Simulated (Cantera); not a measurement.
What does this Cantera script print?

```python
import numpy as np
import cantera as ct

gas_names = """
    CL CL2 H HCL H2 N NH NH2 NH3 N2 N2H2 N2H4 Si SiCL SiCL2 SiCL3 SiCL4 SiH SiHCL3 SiH2 SiH2CL2 SiH3
    SiH3CL SiH4 SiN Si2 Si2N Si3
""".split()
cond_names = """
    NH4CL(a) NH4CL(b) Si(cr) Si(L) Si3N4(a)
""".split()


# ... load() reads the species with a 1 bar reference pressure and builds the phases ...
atoms = {
    'Si2H6': {'Si': 2, 'H': 6},
    'HCl': {'H': 1, 'CL': 1},
    'N2': {'N': 2},
}
top_T = {'Si3N4(a)': 2400}  # K; cautious upper limits of use, not melting points


# ... equilibrate(T, P, feed) seeds the gas with the atoms and calls Mixture.equilibrate('TP', solver="vcs", rtol=1e-11, max_steps=5000) ...
results = []
feed = {'Si2H6': 1, 'HCl': 0.045, 'N2': 230}  # mol
T = 1575  # K
P = 10000  # Pa
mix = equilibrate(T, P, feed)
results.append((T, P, feed, dict(zip(mix.species_names, mix.species_moles))))
x = sorted(zip(gas.X, gas.species_names), reverse=True)
print(f"T = {T:g} K  P = {P:g} Pa  gas = {mix.phase_moles(0):.4g} mol")
print("   x: " + "  ".join(f"{s} {v:.3e}" for v, s in x if v > 0.001))
print("   condensed (mol): " + ("  ".join(f"{mix.phase(i).name} {mix.phase_moles(i):.4g}"
      for i in range(1, mix.n_phases) if mix.phase_moles(i) > 1e-12) or "none"))
```

It prints:

```
T = 1575 K  P = 10000 Pa  gas = 231.7 mol
   x: N2 9.869e-01  H2 1.294e-02
   condensed (mol): Si3N4(a) 0.6667
```

Cantera equilibrium calculation (NASA polynomials, part measured and part estimated; ideal gas, pure solids and liquids). The feed counts by its element totals alone.
